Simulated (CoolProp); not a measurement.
Vapour-liquid equilibrium of carbon dioxide (1) + propane (2) at 1.36 MPa; x and y are mole fractions of (1).

Computed with CoolProp (multi-fluid Helmholtz-energy mixture model, Span 1996 and Lemmon 2009; pair parameters Kunz 2012).

| x | bubble temperature (K) | y at the bubble point | dew temperature at overall composition x (K) | liquid density (mol/L) |
|---|---|---|---|---|
| 0.05 | 300.3 | 0.247 | 310.4 | 11.25 |
| 0.15 | 279.3 | 0.581 | 305.4 | 12.43 |
| 0.25 | 265.5 | 0.741 | 300.1 | 13.46 |
| 0.35 | 257.2 | 0.817 | 294.5 | 14.39 |
| 0.45 | 252.3 | 0.857 | 288.4 | 15.33 |
| 0.55 | 249.3 | 0.882 | 281.6 | 16.34 |
| 0.65 | 247.2 | 0.900 | 273.9 | 17.50 |
| 0.75 | 245.6 | 0.917 | 264.6 | 18.93 |
| 0.85 | 244.0 | 0.939 | 253.2 | 20.75 |
| 0.95 | 242.4 | 0.974 | 243.4 | 23.12 |

No azeotrope shows between x = 0.05 and 0.95.

Pair parameters are fitted to limited data, so mixtures are less certain than the pure fluids.
